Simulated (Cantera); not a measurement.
# Gas-phase reforming

A perfectly stirred reactor is fed with 15.1 % CH₄, 78.7 % CO₂, 6.20 % H₂, at 143 Torr; it is held at 1650 K, and followed from long to short residence time.

Detailed kinetics in Cantera: GRI-Mech 3.0 (53 species, 325 reactions).

```json
[
 {"τ (s)": "2.5", "x CH₄": "0.0118", "x CO₂": "0.364", "x H₂": "0.0646", "x CH₂": "8.42e-8", "x HO₂": "<1e-12"},
 {"τ (s)": "1.0", "x CH₄": "0.0192", "x CO₂": "0.417", "x H₂": "0.0544", "x CH₂": "1.34e-7", "x HO₂": "<1e-12"},
 {"τ (s)": "0.40", "x CH₄": "0.0324", "x CO₂": "0.488", "x H₂": "0.0492", "x CH₂": "1.75e-7", "x HO₂": "<1e-12"},
 {"τ (s)": "0.16", "x CH₄": "0.0558", "x CO₂": "0.572", "x H₂": "0.0539", "x CH₂": "1.80e-7", "x HO₂": "<1e-12"},
 {"τ (s)": "0.062", "x CH₄": "0.0886", "x CO₂": "0.663", "x H₂": "0.0647", "x CH₂": "1.68e-7", "x HO₂": "<1e-12"},
 {"τ (s)": "0.024", "x CH₄": "0.118", "x CO₂": "0.731", "x H₂": "0.0689", "x CH₂": "1.59e-7", "x HO₂": "<1e-12"},
 {"τ (s)": "0.0097", "x CH₄": "0.136", "x CO₂": "0.765", "x H₂": "0.0661", "x CH₂": "1.45e-7", "x HO₂": "<1e-12"},
 {"τ (s)": "0.0038", "x CH₄": "0.146", "x CO₂": "0.780", "x H₂": "0.0629", "x CH₂": "1.10e-7", "x HO₂": "<1e-12"},
 {"τ (s)": "0.0015", "x CH₄": "0.150", "x CO₂": "0.785", "x H₂": "0.0620", "x CH₂": "5.42e-8", "x HO₂": "<1e-12"}
]
```
x: mole fraction; the columns are a selection and need not sum to one.
